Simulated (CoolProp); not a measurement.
Vapour-liquid equilibrium of o-xylene (1) + n-decane (2) at 9.92 bar; x and y are mole fractions of (1).

Values from CoolProp's multi-fluid Helmholtz-energy mixture model, Zhou 2012 and Lemmon 2006; pair parameters Bell 2016.

Q: Give the bubble temperature and the first vapour's composition at x = 0.05, 0.5, 0.575. Is there an azeotrope?

A: x = 0.05: 289.7 °C, y = 0.066; x = 0.5: 273.6 °C, y = 0.590; x = 0.575: 271.0 °C, y = 0.662. No azeotrope shows between x = 0.05 and 0.95.

The pair parameters rest on a limited set of measurements; away from them the model extrapolates.
